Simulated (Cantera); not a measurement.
Input: 1 mol SiH₄, 0.23 mol HCl, 11 mol H₂, held at 90.0 Torr.

Method: chemical equilibrium by Gibbs-energy minimisation in Cantera with the NASA 1993 tables (ideal gas, pure condensed phases). Candidate condensed phases: Si; 19 gas species. The numbers say what is thermodynamically allowed, not how fast it happens. All values below are at 1523 K.

Base state: H₂ 0.983, HCl 0.0157, SiCl₂ 0.000819, H 6.62e-5 (mole fractions); condensed: Si(s).

**Question.** What changes in the equilibrium state with this change: H₂ from 11 to 1.9 mol?

**Answer.** 
```tsv
species	before	after
H₂	0.983	0.951
HCl	0.0157	0.0424
SiCl₂	0.000819	0.00619
SiCl₄	3.41e-7	1.95e-5
SiCl₃	9.67e-6	0.000201
SiHCl₃	2.40e-6	4.90e-5
SiH₂Cl₂	2.71e-6	1.98e-5
Si(s), mol	0.989	0.973
```
The tables' values for SiCl₃ are old estimates; treat these amounts as uncertain.
